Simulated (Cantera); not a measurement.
**Thermodynamics of aluminium nitride and oxide growth, feed Al(CH3)3 + NH3 + N2**

Input: 1 mol Al(CH3)3, 270 mol NH3, 290 mol N2, held at 1250 °C and 0.120 bar.

Cantera equilibrium calculation (NASA polynomials, part measured and part estimated; ideal gas, pure solids and liquids). Candidate condensed phases: Al, AlN, C, C6H6, C7H8, C8H18; 97 gas species. The feed counts by its element totals alone. Kinetics and transport are ignored.

```yaml
x(N2): 0.509
x(H2): 0.491
x(HCN): 0.000620
x(CH4): 6.65e-5
x(H): 4.67e-5
x(HNC): 1.13e-5
x(C2H2 (acetylene)): 5.80e-6
x(NH3): 1.70e-6
n(AlN(s)): 1.000 mol
n(C(graphite)): 2.41 mol
gas_amount: 834.0 mol
log10 activity of Al(l) (absent): -4.55
```
